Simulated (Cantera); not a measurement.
Feed: 1 mol HgO, 2.8 mol H2, held at 377 °C and 2.70 bar.

Method: chemical equilibrium by Gibbs-energy minimisation in Cantera with the NASA 1993 tables (ideal gas, pure condensed phases). Candidate condensed phases: H2O, Hg, HgO; 10 gas species. The numbers say what is thermodynamically allowed, not how fast it happens.

Q: What is the equilibrium state?

A: 
```json
{
 "x(H2)": "0.474",
 "x(H2O)": "0.263",
 "x(Hg)": "0.263",
 "gas_amount": "3.800 mol",
 "log10 activity of Hg(l) (absent)": "-0.30"
}
```
